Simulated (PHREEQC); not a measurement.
Model water analysis in mg/L, 6.2 °C, pH 7.16, pe 12.1:

```tsv
constituent	mg/L
Na	186
K	120
Ca	177
Mg	7.04
Cl	479
S(6) as SO4	154
Alkalinity as HCO3	236
Cd	18.2
Zn	0.231
B	0.0242
```

Na is adjusted to close the charge balance.
Valence states are taken as typed.

Model: ion-association model, phreeqc.dat, run in PHREEQC.

This is a speciation only: nothing precipitates in the calculation.

Question: Order these Zn species by the share of Zn that they hold, largest first: ZnCl+, ZnCO3, ZnSO4, Zn+2, ZnHCO3+.

Answer: Zn+2 (66 %), ZnHCO3+ (18 %), ZnCO3 (10.0 %), ZnSO4 (5.3 %), ZnCl+ (0.55 %)

Question: Order these C species by the share of C that they hold, largest first: NaHCO3, CO2, HCO3-, CaHCO3+, MgHCO3+.

Answer: HCO3- (82 %), CO2 (16 %), CaHCO3+ (1.6 %), NaHCO3 (0.30 %), MgHCO3+ (0.14 %)

The pH is 7.16 and the ionic strength 0.0256 mol/kgw. Saturation is exceeded, for instance for Otavite; the values hold only as long as no solid forms. Species that the database lacks are ignored. Away from 25 °C the constants follow the database's enthalpies or fits; those with neither stay at their 25 °C values. The database's zinc carbonate complexes are estimates, stronger than later reviews accept.
